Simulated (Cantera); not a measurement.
A perfectly stirred reactor is fed with NO : N₂ = 1 : 0.81 (molar parts), at 100.0 Torr; it is held at 2048 K, and followed from long to short residence time.

Model: GRI-Mech 3.0 (53 species, 325 reactions), integrated in Cantera.

One state of this run: x NO = 0.454; x N₂O = 8.13e-5; x N₂ = 0.497; x O₂ = 0.0488; x O = 0.000655; x NO₂ = 0.000130. x: mole fraction; the columns are a selection and need not sum to one.

**Question.** Which value of τ (s) does it belong to?
A) 0.0045
B) 0.028
C) 0.43
D) 0.17

**Answer.** C, 0.43
